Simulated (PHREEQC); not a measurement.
Consider water at 25 °C with 1.9 mmol/kgw K2CO3, 0.041 mmol/kgw Al(NO3)3 and 0.005 mmol/kgw CO2. Closed to the air; pH follows from the charge balance.

The numbers come from PHREEQC with the ion-association model, phreeqc.dat.

| quantity | before | after |
|---|---|---|
| pH | 10.58 | 10.65 |
| ionic strength (mol/kgw) | 0.00511 | 0.00518 |
| CO3-2 (mol/kgw) | 0.00131 | 0.00138 |
| HCO3- (mol/kgw) | 0.000590 | 0.000521 |
| CO2 (mol/kgw) | 3.23e-8 | 2.40e-8 |

**Question.** What was changed between the two runs?
A. diluted 100-fold with water
B. Al(NO3)3 from 4.1e-05 to 4.1e-06 mol/kgw
C. diluted 2-fold with water
D. 9.3e-05 mol/kgw KCl added

**Answer.** B, Al(NO3)3 from 4.1e-05 to 4.1e-06 mol/kgw

Precipitation was switched off in this run.
